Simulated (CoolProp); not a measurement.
Properties of oxygen along the isotherm 272.9 K (Tc = 154.6 K, pc = 5.046 MPa, ω = 0.022).

Model: reference Helmholtz-energy equation of state, Schmidt 1985, in CoolProp.

```csv
p (MPa),phase,Z,cv (kJ/(kg K)),Joule-Thomson coefficient (K/MPa),viscosity (µPa s)
1.8,gas,0.9831,0.6605,3.076,19.5
3.6,gas,0.9671,0.6660,2.954,20.0
5.41,supercritical,0.9523,0.6715,2.816,20.4
7.21,supercritical,0.9390,0.6767,2.666,21.0
9.01,supercritical,0.9274,0.6817,2.505,21.6
10.8,supercritical,0.9177,0.6864,2.337,22.3
12.6,supercritical,0.9101,0.6907,2.164,23.0
14.4,supercritical,0.9048,0.6948,1.989,23.9
16.2,supercritical,0.9018,0.6984,1.816,24.8
18,supercritical,0.9012,0.7017,1.648,25.9
19.8,supercritical,0.9029,0.7047,1.487,27.0
21.6,supercritical,0.9068,0.7074,1.335,28.1
23.4,supercritical,0.9128,0.7098,1.193,29.2
25.2,supercritical,0.9206,0.7120,1.061,30.4
```

Viscosity comes from a separate model (Lemmon 2004).
